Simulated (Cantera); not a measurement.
Charge: 1 mol SiC, 0.16 mol H2, at 2875 K and 101000 Pa.

Method: chemical equilibrium by Gibbs-energy minimisation in Cantera with the NASA 1993 tables (ideal gas, pure condensed phases). Candidate condensed phases: C, C6H6, C7H8, C8H18, Si, SiC; 87 gas species. Gases not in the tables: Si2H6 and higher silanes. Equilibrium is a limit: real reactors are often held back by kinetics, nucleation or transport.

Base state: H2 0.814, H 0.0949, Si 0.0358, C2H2 (acetylene) 0.0205, SiC2 0.0139, Si2C 0.0117, SiH 0.00522, SiH2 0.00179 (mole fractions); condensed: SiC(s).

**Question.** What changes in the equilibrium state with this change: pressure from 101000 Pa to 1.90 Pa?

**Answer.** 
| species | before | after |
|---|---|---|
| Si | 0.0358 | 0.504 |
| C | 1.11e-5 | 0.203 |
| H | 0.0949 | 0.168 |
| H2 | 0.814 | 4.81e-5 |
| C2H2 (acetylene) | 0.0205 | 1.42e-7 |
| C2 | 4.48e-6 | 0.0279 |
| C3 | 3.48e-5 | 0.0740 |
| Si2C | 0.0117 | 1.48e-5 |
| SiC2 | 0.0139 | 0.0228 |
| SiH2 | 0.00179 | <1e-9 |
| C4H2 | 0.000215 | <1e-9 |
| SiC(s), mol | 0.985 | 0 |
